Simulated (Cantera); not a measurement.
BN + HF + H₂ + F₂ (nitride etching)

Feed: 1 mol BN, 2.2 mol HF, 38 mol H₂, 3.2 mol F₂, at 0.410 bar.

These are equilibrium values from Cantera (NASA tables, ideal gas, pure condensed phases), not measurements of a reactor. Candidate condensed phases: B, BN; 31 gas species. The tables' values for BF₂ are old estimates; treat these amounts as uncertain. Rates play no part.

| T (K) | x H₂ | x HF | x BF₃ | x N₂ | x H | x BF₂ | x BHF₂ |
|---|---|---|---|---|---|---|---|
| 1348 | 0.836 | 0.129 | 0.0230 | 0.0115 | 3.30e-6 | 1.19e-6 | 3.78e-5 |
| 1423 | 0.836 | 0.129 | 0.0230 | 0.0115 | 9.49e-6 | 4.19e-6 | 6.71e-5 |
| 1498 | 0.836 | 0.129 | 0.0229 | 0.0115 | 2.45e-5 | 1.30e-5 | 0.000112 |
| 1573 | 0.836 | 0.129 | 0.0228 | 0.0115 | 5.81e-5 | 3.61e-5 | 0.000178 |
| 1648 | 0.836 | 0.129 | 0.0227 | 0.0115 | 0.000127 | 9.08e-5 | 0.000269 |
| 1723 | 0.836 | 0.130 | 0.0224 | 0.0115 | 0.000260 | 0.000209 | 0.000390 |
| 1798 | 0.835 | 0.130 | 0.0220 | 0.0115 | 0.000502 | 0.000444 | 0.000543 |
| 1873 | 0.834 | 0.131 | 0.0214 | 0.0115 | 0.000920 | 0.000874 | 0.000725 |
| 1948 | 0.832 | 0.132 | 0.0204 | 0.0115 | 0.00161 | 0.00159 | 0.000923 |
| 2023 | 0.830 | 0.133 | 0.0189 | 0.0115 | 0.00270 | 0.00268 | 0.00111 |
| 2098 | 0.826 | 0.135 | 0.0170 | 0.0115 | 0.00437 | 0.00413 | 0.00126 |
x: gas mole fraction; nothing condenses.

From 1348 K to 2098 K nothing is condensed. The main B-bearing gas is BF₃ throughout.
